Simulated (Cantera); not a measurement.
A closed system holds: 1 mol H2S, 0.035 mol O2, a varied amount of SO2, equilibrated at 948.15 K and 45.0 bar.

Cantera equilibrium calculation (NASA polynomials, part measured and part estimated; ideal gas, pure solids and liquids). Candidate condensed phases: H2O, H2SO4, S; 19 gas species. The ideal-gas law is rough above about 30 bar. Gases not in the tables: S3 to S7. The numbers say what is thermodynamically allowed, not how fast it happens.

**Question.** Which condensed phases are stable at each of these points (n(SO2) (mol)): 0.023, 0.069, 0.11, 0.16, 0.21, 0.25, 0.3, 0.34, 0.39, 0.43, 0.48, 0.53, 0.57?

**Answer.** 
| n(SO2) (mol) | condensed phases |
|---|---|
| 0.023 | gas only |
| 0.069 | gas only |
| 0.11 | S(l) |
| 0.16 | S(l) |
| 0.21 | S(l) |
| 0.25 | S(l) |
| 0.3 | S(l) |
| 0.34 | S(l) |
| 0.39 | S(l) |
| 0.43 | S(l) |
| 0.48 | S(l) |
| 0.53 | S(l) |
| 0.57 | S(l) |

From 0.023 mol SO2 to 0.069 mol SO2 nothing is condensed. From 0.11 mol SO2 to 0.57 mol SO2 the condensed part is S(l).
